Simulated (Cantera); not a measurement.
An isothermal, constant-pressure homogeneous reactor starts with 9.31 % H2, 11.9 % O2, 78.8 % N2, at 1050 K and 113 Torr.

Model: GRI-Mech 3.0 (53 species, 325 reactions), integrated in Cantera. The temperature is held fixed by assumption; the heat of reaction is taken as removed at once.

x: mole fraction; the columns are a selection and need not sum to one.

```json
[
 {"t (s)": "0.000600", "x H2": "0.0931", "x O2": "0.119", "x H": "6.44e-6", "x N2O": "<1e-12", "x O": "1.51e-6", "x NO": "<1e-12", "x HO2": "___"},
 {"t (s)": "0.00270", "x H2": "0.00196", "x O2": "0.0768", "x H": "0.00179", "x N2O": "1.67e-8", "x O": "0.00117", "x NO": "1.77e-6", "x HO2": "___"},
 {"t (s)": "0.0121", "x H2": "7.77e-5", "x O2": "0.0763", "x H": "4.95e-6", "x N2O": "2.36e-8", "x O": "2.71e-5", "x NO": "1.77e-6", "x HO2": "___"},
 {"t (s)": "0.0545", "x H2": "3.71e-6", "x O2": "0.0763", "x H": "7.71e-8", "x N2O": "2.49e-8", "x O": "1.69e-6", "x NO": "1.75e-6", "x HO2": "___"},
 {"t (s)": "0.245", "x H2": "1.75e-7", "x O2": "0.0763", "x H": "2.45e-9", "x N2O": "2.54e-8", "x O": "1.83e-7", "x NO": "1.76e-6", "x HO2": "___"},
 {"t (s)": "1.10", "x H2": "2.03e-8", "x O2": "0.0763", "x H": "1.61e-10", "x N2O": "2.56e-8", "x O": "3.05e-8", "x NO": "1.77e-6", "x HO2": "___"},
 {"t (s)": "4.95", "x H2": "3.72e-9", "x O2": "0.0763", "x H": "1.45e-11", "x N2O": "2.56e-8", "x O": "6.14e-9", "x NO": "1.78e-6", "x HO2": "9.56e-10"},
 {"t (s)": "22.2", "x H2": "8.38e-10", "x O2": "0.0763", "x H": "1.62e-12", "x N2O": "2.46e-8", "x O": "1.40e-9", "x NO": "1.78e-6", "x HO2": "4.86e-10"},
 {"t (s)": "100", "x H2": "3.59e-10", "x O2": "0.0763", "x H": "<1e-12", "x N2O": "2.03e-8", "x O": "5.36e-10", "x NO": "1.77e-6", "x HO2": "5.54e-10"}
]
```

Some entries are withheld; supply them.


- 0.000600, x HO2: 6.02e-7
- 0.00270, x HO2: 1.12e-5
- 0.0121, x HO2: 2.56e-6
- 0.0545, x HO2: 2.33e-7
- 0.245, x HO2: 2.42e-8
- 1.10, x HO2: 4.09e-9
